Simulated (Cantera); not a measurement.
Feed: 1 mol SiH2Cl2, 0.005 mol Cl2, 160 mol N2, at 1402 °C and 99.0 mbar.

Equilibrium computed with Cantera from the NASA thermochemical tables; the gas is ideal and each condensed phase is pure. The tables' values for SiCl3 are old estimates; treat these amounts as uncertain. Rates play no part.

```json
[
 {"species": "N2", "before": "0.988", "after": "0.988"},
 {"species": "HCl", "before": "0.00667", "after": "0.00441"},
 {"species": "H2", "before": "0.00284", "after": "0.00394"},
 {"species": "SiCl2", "before": "0.00270", "after": "0.00393"},
 {"species": "SiCl", "before": "1.59e-6", "after": "1.29e-5"},
 {"species": "SiCl3", "before": "9.71e-5", "after": "2.52e-5"},
 {"species": "H", "before": "1.97e-5", "after": "7.29e-5"},
 {"species": "Cl", "before": "3.60e-5", "after": "6.36e-5"},
 {"species": "Si3N4(s), mol", "before": "0.182", "after": "0.119"}
]
```
Gas species are given as mole fractions.

Task: Which change was made?
A. pressure from 99.0 mbar to 1.00 bar
B. pressure from 99.0 mbar to 10.0 mbar
C. temperature from 1402 °C to 777 °C
D. SiH2Cl2 replaced by SiHCl3

Result: B, pressure from 99.0 mbar to 10.0 mbar. The tables' values for SiCl3, SiCl are old estimates; treat these amounts as uncertain
